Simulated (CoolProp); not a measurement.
Saturation properties of CH2F2 (R32) (Tc = 351.3 K, pc = 5.783 MPa, ω = 0.277).

Values from CoolProp's reference Helmholtz-energy equation of state, Tillner-Roth 1997.

```csv
T (K),p (MPa),enthalpy of vaporisation (kJ/kg),surface tension (mN/m),liquid viscosity (µPa s),liquid conductivity (mW/(m K))
192.8,0.01820,411.0,26.5,?,213
202.3,0.03420,401.8,24.5,401,207
211.8,0.06022,?,22.6,346,200
221.4,0.1008,382.0,20.7,300,194
230.9,0.1600,371.4,18.8,263,187
240.4,0.2437,360.2,?,231,180
249.9,0.3583,348.3,15.2,204,173
259.4,0.5105,335.5,13.4,181,165
268.9,0.7080,?,11.7,161,158
278.5,0.9618,306.7,10.0,143,150
288,1.275,290.4,8.44,?,143
297.5,1.660,272.2,6.89,113,135
```

Question: Complete the blanks.

Answer: 
- 192.8, liquid viscosity (µPa s): 470
- 211.8, enthalpy of vaporisation (kJ/kg): 392.1
- 240.4, surface tension (mN/m): 17.0
- 268.9, enthalpy of vaporisation (kJ/kg): 321.8
- 288, liquid viscosity (µPa s): 127

It boils at 221.5 K under 1 atm.

Viscosity comes from a separate model (Bell 2016), an estimate that may be off by 10 % or more. Thermal conductivity comes from a separate model (Huber 2003), an estimate that may be off by 10 % or more. Surface tension comes from a separate correlation (Mulero 2012).
